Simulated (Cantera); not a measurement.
An isothermal plug-flow reactor at 1100 K and 2100 Torr (inlet), inlet velocity 4 m/s, active area per volume 130 1/m; feed CH4 : O2 : N2 : H2O = 0.0081 : 0.13 : 0.79 : 0.053 (molar parts).

Computed with Cantera and Deutschmann's 1995 Pt surface mechanism with GRI-Mech 3.0 gas chemistry. Catalytic surfaces can have several steady states; this one follows from the mechanism file's or the stated starting coverage. Mass transfer to the wall is taken as infinitely fast.

```
quantity                 before    after
----------------------  -------  -------
x(CH4) at z = 0.049 m   0.00685  0.00632
x(O2) at z = 0.049 m      0.130    0.129
x(H2O) at z = 0.049 m    0.0566   0.0577
x(CO2) at z = 0.049 m   0.00123  0.00179
x(CO) at z = 0.049 m    6.67e-6  5.47e-6
θ(free Pt) at the exit    0.229    0.275
θ(O*) at the exit         0.765    0.721
θ(OH*) at the exit      0.00546  0.00399
```

Name the change that produced these shifts.
(A) inlet velocity 4 to 6.3 m/s
(B) temperature 1100 to 1223 K
(C) area per volume 130 to 41 1/m
(D) pressure from 2100 Torr to 975 Torr

D, pressure from 2100 Torr to 975 Torr
